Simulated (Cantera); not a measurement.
Chemical vapour transport: Si + Cl2 + O2

A closed system holds: 1 mol Si, 0.024 mol Cl2, 2.2 mol O2, at 925 K and 13.3 mbar.

These are equilibrium values from Cantera (NASA tables, ideal gas, pure condensed phases), not measurements of a reactor. Candidate condensed phases: Si, SiO2; 15 gas species. Equilibrium is a limit: real reactors are often held back by kinetics, nucleation or transport.

The x(O2) is 0.980, the x(Cl2) is 0.0195 and the x(Cl) is 0.000140. The x(ClO) comes out as 1.24e-6 and the n(SiO2(β-quartz)) is 1.00 mol. The gas amount comes out as 1.224 mol. The log10 activity of Si(s) (absent) is -40.09.
